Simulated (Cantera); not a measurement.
## Thermodynamics of chlorosilane synthesis and conversion, feed SiCl4 + HCl + H2 + Cl2

A closed system holds: 1 mol SiCl4, 4.1 mol HCl, 7.1 mol H2, 1 mol Cl2, at 13300 Pa.

Cantera equilibrium calculation (NASA polynomials, part measured and part estimated; ideal gas, pure solids and liquids). Candidate condensed phases: Si; 19 gas species. The tables' values for SiCl3 are old estimates; treat these amounts as uncertain. The numbers say what is thermodynamically allowed, not how fast it happens.

From 773 K to 1748 K nothing is condensed. The main Si-bearing gas is SiCl4 at 773 K and SiCl2 at 1748 K.

| T (K) | log p HCl | log p H2 | log p SiCl4 | log p SiCl2 | log p SiCl3 |
|---|---|---|---|---|---|
| 773 | -1.21 | -1.21 | -2.00 | -11.84 | -8.00 |
| 848 | -1.21 | -1.21 | -2.00 | -10.03 | -6.94 |
| 923 | -1.21 | -1.21 | -2.00 | -8.53 | -6.07 |
| 998 | -1.21 | -1.21 | -2.00 | -7.26 | -5.32 |
| 1073 | -1.21 | -1.21 | -2.00 | -6.17 | -4.69 |
| 1148 | -1.21 | -1.21 | -2.01 | -5.24 | -4.14 |
| 1223 | -1.21 | -1.21 | -2.02 | -4.43 | -3.68 |
| 1298 | -1.20 | -1.22 | -2.05 | -3.74 | -3.28 |
| 1373 | -1.19 | -1.23 | -2.11 | -3.18 | -2.98 |
| 1448 | -1.18 | -1.24 | -2.22 | -2.76 | -2.77 |
| 1523 | -1.16 | -1.26 | -2.40 | -2.48 | -2.68 |
| 1598 | -1.15 | -1.28 | -2.64 | -2.30 | -2.67 |
| 1673 | -1.14 | -1.29 | -2.93 | -2.20 | -2.72 |
| 1748 | -1.13 | -1.30 | -3.23 | -2.14 | -2.81 |
log p: log10 of the partial pressure in bar; nothing condenses.
